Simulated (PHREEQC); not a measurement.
0.36 g of hydrous ferric oxide (600 m²/g; 0.2 weak and 0.005 strong sites per Fe, Dzombak-Morel constants, diffuse double layer) in 1 kg of water with 0.1 mol/kgw of an inert sodium salt and 0.23 mmol/kgw ZnSO4 and 0.55 mmol/kgw Na2HAsO4, at 25 °C; the pH is set by adding NaOH or the inert anion's acid. Oxygen alone is held at its pressure in air (log pO2 = -0.68). No CO2 enters from the air. No solid was allowed to form.

Base run: PHREEQC, ion-association model, wateq4f.dat. Each further column changes one thing. The table gives As sorbed (%).

```csv
pH,base,no electrostatic term (-no_edl),background salt from 0.1 to 0.01 mol/kgw,oxide from 0.36 to 1.8 g/kgw
4,99.8,(withheld),99.9,100.0
5,99.6,97.3,99.7,100.0
6,98.0,98.3,(withheld),100.0
7,88.8,98.5,88.0,100.0
8,69.0,99.4,69.2,99.8
9,40.7,99.9,(withheld),96.7
10,32.0,100.0,23.4,84.7
11,25.3,100.0,(withheld),60.0
12,6.8,99.9,3.8,(withheld)
```

Some entries are withheld; supply them.


- 4, no electrostatic term (-no_edl): 97.1
- 6, background salt from 0.1 to 0.01 mol/kgw: 98.2
- 9, background salt from 0.1 to 0.01 mol/kgw: 37.9
- 11, background salt from 0.1 to 0.01 mol/kgw: 15.4
- 12, oxide from 0.36 to 1.8 g/kgw: 16.5

The database has no arsenate complexes of Zn. In at least one series the solution becomes supersaturated in solids that the run did not let form, among them Zn(OH)2-a.
